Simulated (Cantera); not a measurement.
An isothermal, constant-pressure homogeneous reactor starts with 3.45 % C₃H₈, 96.6 % H₂, at 1898 K and 20.0 Torr.

Computed with Cantera and GRI-Mech 3.0 (53 species, 325 reactions). GRI-Mech 3.0 was tuned for natural gas; its chemistry of propane as a main component is partial and can be far from experiment. GRI-Mech 3.0 stops at C3 and has no aromatics, soot or wall deposition, so with more carbon than oxygen in the feed, carbon stays in small species such as C2H2 where larger ones or solid carbon would form. Radical loss at walls, strong at low pressure, is not modelled.

x: mole fraction; the columns are a selection and need not sum to one.

```csv
t (s),x C₃H₈,x H₂,x CH₃,x C₂H₆,x C₂H₂
3.00e-5,0.0121,0.937,0.0142,0.000961,0.000387
0.000115,9.85e-6,0.916,0.00939,6.18e-5,0.0117
0.000438,___,0.922,___,___,___
0.00168,4.65e-9,0.927,0.00375,1.25e-5,0.0281
0.00641,1.42e-9,0.932,0.00224,5.85e-6,0.0319
0.0245,3.47e-10,0.939,___,___,___
0.0936,2.37e-11,0.945,0.000595,3.80e-7,0.0432
0.358,<1e-12,0.948,0.000158,2.38e-8,0.0459
1.37,<1e-12,0.948,3.87e-5,1.45e-9,0.0466
5.23,<1e-12,0.948,1.63e-5,3.22e-10,0.0467
20.0,<1e-12,0.948,1.52e-5,2.90e-10,0.0467
```

### Question
Complete the blanks.

### Answer

- 0.000438, x C₃H₈: 1.09e-8
- 0.000438, x CH₃: 0.00574
- 0.000438, x C₂H₆: 2.15e-5
- 0.000438, x C₂H₂: 0.0240
- 0.0245, x CH₃: 0.00138
- 0.0245, x C₂H₆: 2.30e-6
- 0.0245, x C₂H₂: 0.0373
